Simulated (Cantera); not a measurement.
A freely propagating, adiabatic, planar premixed flame of H2 : O2 : N2 = 1 : 0.172 : 0.569 (molar parts), equivalence ratio 2.9, unburnt at 650 K and 0.197 atm; multicomponent+Soret transport, grid criteria slope 0.08 and curve 0.16, no radiation.

Cantera simulation using the H2/O2 subset of GRI-Mech 3.0, which has no nitrogen chemistry; the numbers are that mechanism's predictions, not measurements. Burning velocities carry a grid error of a few per cent, more on coarse grids.

x: mole fraction of selected species; z is measured from the peak of heat release.

| z (mm) | T (K) | u (m/s) | x H2 | x O2 | x H2O | x H2O2 | x O | x OH |
|---|---|---|---|---|---|---|---|---|
| -11.9 | 650 | 7.83 | 0.574 | 0.0988 | <1e-8 | <1e-8 | <1e-8 | <1e-8 |
| -7.90 | 650 | 7.83 | 0.574 | 0.0988 | <1e-8 | <1e-8 | <1e-8 | <1e-8 |
| -5.93 | 650 | 7.83 | 0.574 | 0.0988 | <1e-8 | <1e-8 | <1e-8 | <1e-8 |
| -3.95 | 650 | 7.83 | 0.574 | 0.0988 | 3.05e-7 | <1e-8 | 1.31e-8 | <1e-8 |
| -1.98 | 666 | 7.97 | 0.570 | 0.0989 | 0.00103 | 3.68e-7 | 1.28e-5 | 2.35e-5 |
| -0.988 | 790 | 9.30 | 0.543 | 0.0950 | 0.0135 | 2.38e-7 | 0.000255 | 0.000178 |
| 0 | (withheld) | 12.9 | (withheld) | (withheld) | (withheld) | (withheld) | (withheld) | (withheld) |
| 0.988 | 1331 | 15.3 | 0.338 | (withheld) | 0.196 | (withheld) | (withheld) | 0.00136 |
| 1.98 | 1411 | 16.2 | 0.337 | 0.000377 | 0.205 | 4.44e-8 | 0.000466 | 0.00144 |
| 3.95 | 1505 | 17.2 | 0.346 | 0.000121 | 0.207 | 4.52e-8 | 0.000431 | 0.00173 |
| 7.90 | 1613 | 18.3 | 0.357 | 0.000102 | 0.208 | 3.91e-8 | 0.000388 | 0.00199 |
| 15.8 | 1727 | 19.4 | 0.370 | 7.76e-5 | 0.210 | 2.71e-8 | 0.000306 | 0.00211 |
| 31.6 | 1835 | 20.4 | 0.381 | 5.07e-5 | 0.212 | 1.57e-8 | 0.000207 | 0.00202 |

Some entries are withheld; supply them.


- 0, T (K): 1120
- 0, x H2: 0.420
- 0, x O2: 0.0499
- 0, x H2O: 0.107
- 0, x H2O2: 1.56e-7
- 0, x O: 0.00255
- 0, x OH: 0.00124
- 0.988, x O2: 0.00440
- 0.988, x H2O2: 5.57e-8
- 0.988, x O: 0.000975
